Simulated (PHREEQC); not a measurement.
Make-up at 20 °C: 0.087 mol Al2(SO4)3 and 0.00072 mol CaBr2 per kg of water. Closed to the air; pH follows from the charge balance.

Computed with PHREEQC (ion-association model, phreeqc.dat).

The pH is 3.90. The ionic strength comes out as 0.258 mol/kgw.

| species | molality | activity | log γ |
|---|---|---|---|
| AlSO4+ | 0.110 | 0.0781 | -0.147 |
| SO4-2 | 0.0536 | 0.0144 | -0.571 |
| Al(SO4)2- | 0.0487 | 0.0347 | -0.147 |
| Al+3 | 0.0155 | 0.00183 | -0.926 |
| Br- | 0.00144 | 0.000970 | -0.171 |
| Ca+2 | 0.000423 | 0.000128 | -0.518 |
| AlOH+2 | 0.000363 | 0.000104 | -0.541 |
| CaSO4 | 0.000297 | 0.000315 | 0.026 |
| HSO4- | 0.000213 | 0.000157 | -0.131 |

This is a speciation only: nothing precipitates in the calculation. The solution is supersaturated, for example in Gibbsite (slow to form), so a real one may precipitate; this is no full list.
